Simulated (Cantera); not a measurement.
A Cantera script and what it prints.

```python
import numpy as np
import cantera as ct

gas_names = """
    H HNO HNO2 HNO3 HO2 H2 H2O H2O2 N NH NH2 NH3 NH2OH NO NO2 NO3 N2 N2H2 N2H4 N2O O OH O2 O3 Si SiH
    SiH2 SiH3 SiH4 SiN SiO SiO2 Si2 Si2N Si3
""".split()
cond_names = """
    H2O(s) H2O(L) Si(cr) Si(L) SiO2(Lqz) SiO2(hqz) SiO2(L) Si2N2O(s) Si3N4(a)
""".split()


# ... load() reads the species with a 1 bar reference pressure and builds the phases ...
atoms = {
    'Si3N4': {'Si': 3, 'N': 4},
    'H2O': {'H': 2, 'O': 1},
    'H2': {'H': 2},
}
top_T = {'Si2N2O(s)': 2100, 'Si3N4(a)': 2400}  # K; cautious upper limits of use, not melting points


# ... equilibrate(T, P, feed) seeds the gas with the atoms and calls Mixture.equilibrate('TP', solver="vcs", rtol=1e-11, max_steps=5000) ...
results = []
feed = {'Si3N4': 1, 'H2O': 0.85, 'H2': 2.2}  # mol
T = 1848.15  # K
P = 1333.22  # Pa
mix = equilibrate(T, P, feed)
results.append((T, P, feed, dict(zip(mix.species_names, mix.species_moles))))
print(gas.report(threshold=0.0001))
for i in range(1, mix.n_phases):
    print(f"{mix.phase(i).name:16s} {mix.phase_moles(i):12.5e} mol")
```

Result:

```
       temperature   1848.2 K
          pressure   1333.2 Pa
           density   0.0014636 kg/m^3
  mean mol. weight   16.87 kg/kmol
   phase of matter   gas

                          1 kg             1 kmol
                     ---------------   ---------------
          enthalpy        2.1468e+06        3.6215e+07  J
   internal energy        1.2359e+06        2.0849e+07  J
           entropy             15655         2.641e+05  J/K
    Gibbs function       -2.6786e+07       -4.5187e+08  J
 heat capacity c_p            2063.9             34818  J/K
 heat capacity c_v            1571.1             26503  J/K

                      mass frac. Y      mole frac. X     chem. pot. / RT
                     ---------------   ---------------   ---------------
                 H        0.00019697         0.0032965           -12.107
                H2          0.061443           0.51414           -24.215
                N2           0.56168           0.33824           -32.079
                Si        0.00078496         0.0004715           -5.4272
               SiO           0.37567           0.14376           -42.168
     [  +30 minor]        0.00022922        9.6334e-05

Si(L)             2.14652e+00 mol
SiO2(L)           0.00000e+00 mol
Si2N2O(s)         0.00000e+00 mol
Si3N4(a)          0.00000e+00 mol
```

Equilibrium computed with Cantera from the NASA thermochemical tables; the gas is ideal and each condensed phase is pure. The tables' values for SiN are old estimates; treat these amounts as uncertain. Gases not in the tables: Si2H6 and higher silanes.
